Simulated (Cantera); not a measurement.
Input: 1 mol SiH₂Cl₂, 72 mol H₂, equilibrated at 0.110 bar.

Cantera equilibrium calculation (NASA polynomials, part measured and part estimated; ideal gas, pure solids and liquids). Candidate condensed phases: Si; 19 gas species. The tables' values for SiCl₃ are old estimates; treat these amounts as uncertain. The numbers say what is thermodynamically allowed, not how fast it happens. All values below are at 1548 K.

Base state: H₂ 0.975, HCl 0.0232, SiCl₂ 0.00184, H 9.17e-5, SiCl₃ 2.66e-5 (mole fractions); condensed: Si(s).

Problem. What changes in the equilibrium state with this change: H₂ from 72 to 480 mol?

Solution. 
| species | before | after |
|---|---|---|
| H₂ | 0.975 | 0.996 |
| HCl | 0.0232 | 0.00404 |
| H | 9.17e-5 | 9.26e-5 |
| SiCl₂ | 0.00184 | 5.45e-5 |
| SiCl₃ | 2.66e-5 | 1.35e-7 |
| Si(s), mol | 0.860 | 0.972 |
